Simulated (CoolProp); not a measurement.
Vapour-liquid equilibrium of n-hexane (1) + benzene (2) at 0.32 MPa; x and y are mole fractions of (1).

Values from CoolProp's multi-fluid Helmholtz-energy mixture model, Thol 2019 and Thol 2012; pair parameters Bell 2016.

Task: Give the bubble temperature and the first vapour's composition at x = 0.2, 0.425, 0.65. Is there an azeotrope?

Result: x = 0.2: 389.7 K, y = 0.287; x = 0.425: 386.2 K, y = 0.499; x = 0.65: 384.3 K, y = 0.682. y crosses x between x = 0.875 and 0.95: the model has an azeotrope there.

The pair parameters rest on a limited set of measurements; away from them the model extrapolates.
